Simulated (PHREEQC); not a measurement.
A solution holds 0.15 mol HF and 0.00034 mol (CH3)4NF per kg of water, at 18 °C. Closed to the air; pH follows from the charge balance.

Computed with PHREEQC (ion-association model, wateq4f.dat).

Each row changes one thing in this solution. This is a speciation only: nothing precipitates in the calculation.

| case | pH | ionic strength (mol/kgw) | HF (mol/kgw) | H2F2 (mol/kgw) | F- (mol/kgw) | HF2- (mol/kgw) |
|---|---|---|---|---|---|---|
| as made | 2.04 | 0.0104 | 0.0869 | 0.0253 | 0.00793 | 0.00250 |
| 0.0017 mol/kgw Na2S added | 2.11 | 0.0123 | 0.0858 | 0.0247 | 0.00937 | [?] |
| temperature from 18 to 25 °C | 2.04 | 0.0103 | 0.0926 | 0.0224 | 0.00758 | 0.00270 |
| diluted 2-fold with water | 2.18 | 0.00736 | 0.0500 | 0.00836 | 0.00623 | [?] |
| temperature from 18 to 55 °C | 2.10 | 0.00914 | 0.116 | 0.0112 | [?] | 0.00308 |
| HF replaced by NH4BF4 at the same molality | 2.68 | 0.153 | 0.00733 | 0.000186 | [?] | 0.000102 |

Q: What belongs in the gaps?

A: 
- 0.0017 mol/kgw Na2S added, HF2- (mol/kgw): 0.00291
- diluted 2-fold with water, HF2- (mol/kgw): 0.00113
- temperature from 18 to 55 °C, F- (mol/kgw): 0.00606
- HF replaced by NH4BF4 at the same molality, F- (mol/kgw): 0.00374

(CH3)4N+ isn't in the database: it is added as a free cation with an ion size of 4 Å. wateq4f.dat counts part of the HF as a dimer, H2F2, which phreeqc.dat doesn't know; its constant is uncertain. Away from 25 °C the constants follow the database's enthalpies or fits; those with neither stay at their 25 °C values. The polysulfide entries of wateq4f.dat were taken out for this run.
